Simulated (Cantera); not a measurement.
# B2O3 + H2O (boron, boron nitride and boron oxide)

Input: 1 mol B2O3, 3.5 mol H2O, equilibrated at 0.120 bar.

Method: chemical equilibrium by Gibbs-energy minimisation in Cantera with the NASA 1993 tables (ideal gas, pure condensed phases). Candidate condensed phases: B, B2O3, B3O3H3, H2O; 23 gas species. Gases not in the tables: H3BO3. The numbers say what is thermodynamically allowed, not how fast it happens.

```tsv
T (K)	x H2O	x HBO2	x B2O3	x H2	x OH	n B2O3(l)
1550	0.896	0.102	0.000486	0.000581	0.000114	0.804
1600	0.849	0.147	0.00122	0.000846	0.000179	0.711
1650	0.788	0.206	0.00290	0.00119	0.000271	0.580
1700	0.712	0.278	0.00652	0.00161	0.000391	0.399
1750	0.621	0.361	0.0140	0.00209	0.000535	0.151
1800	0.573	0.401	0.0207	0.00276	0.000745	0
1850	0.573	0.398	0.0223	0.00375	0.00107	0
1900	0.572	0.394	0.0240	0.00502	0.00152	0
1950	0.572	0.390	0.0256	0.00661	0.00211	0
2000	0.570	0.385	0.0272	0.00859	0.00289	0
2050	0.568	0.380	0.0287	0.0110	0.00388	0
```
x: gas mole fraction; n: condensed amount in mol.

From 1550 K to 1750 K the condensed part is B2O3(l). From 1800 K to 2050 K nothing is condensed.
